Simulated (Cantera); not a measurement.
Feed: 1 mol Ta, 0.13 mol CO2, a varied amount of H2, equilibrated at 1.00 bar.

These are equilibrium values from Cantera (NASA tables, ideal gas, pure condensed phases), not measurements of a reactor. Candidate condensed phases: C, C6H6, C7H8, C8H18, H2O, Ta, TaC, Ta2O5; 113 gas species. Mutual solubility and eutectic melting of coexisting phases are not modelled. TaC: taken at fixed stoichiometry. Condensed phases not in the tables: Ta2C, N, O or C dissolved in the metal. Rates play no part.

Task: What condenses at these points (T in °C, n(H2) in mol): (627, 160); (927, 100); (1527, 26); (1227, 160); (1527, 410)?

Result: 
```csv
T (°C),n(H2) in mol,condensed phases,Ta condensed (%)
627,160,Ta + TaC + Ta2O5,100.0
927,100,Ta + TaC + Ta2O5,100.0
1527,26,Ta + TaC + Ta2O5,100.0
1227,160,Ta + TaC + Ta2O5,100.0
1527,410,Ta + TaC,100.0
```
